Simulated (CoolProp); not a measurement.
Vapour-liquid equilibrium of carbon dioxide (1) + R125 (2) at 234.7 K; x and y are mole fractions of (1).

Model: multi-fluid Helmholtz-energy mixture model, Span 1996 and Lemmon 2005; pair parameters Bell 2016, in CoolProp.

| x | bubble pressure (MPa) | y at the bubble point | dew pressure at overall composition x (MPa) | liquid density (mol/L) |
|---|---|---|---|---|
| 0.05 | 0.2184 | 0.294 | 0.1668 | 12.65 |
| 0.2 | 0.3896 | 0.647 | 0.1953 | 13.76 |
| 0.35 | 0.5411 | 0.778 | 0.2351 | 15.06 |
| 0.5 | 0.6718 | 0.850 | 0.2946 | 16.61 |
| 0.65 | 0.7889 | 0.899 | 0.3925 | 18.51 |
| 0.8 | 0.9021 | 0.942 | 0.5764 | 20.89 |
| 0.95 | 1.021 | 0.985 | 0.9253 | 23.98 |

No azeotrope shows between x = 0.05 and 0.95.

Pair parameters are fitted to limited data, so mixtures are less certain than the pure fluids.
